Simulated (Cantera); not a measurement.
An adiabatic, constant-pressure homogeneous reactor starts with 4.25 % CH4, 19.8 % O2, 74.4 % N2, 1.61 % CO2, at 1748 K and 800000 Pa.

Computed with Cantera and GRI-Mech 3.0 (53 species, 325 reactions).

One state of this run: T (K) = 2522; x CH4 = <1e-12; x O2 = 0.103; x CO2 = 0.0558; x NO = 0.0162; x C2H4 = <1e-12. x: mole fraction; the columns are a selection and need not sum to one.

Problem. Which value of t (s) does it belong to?
A. 3.00e-6
B. 1.79e-5
C. 0.335
D. 7.33e-6

Solution. C, 0.335
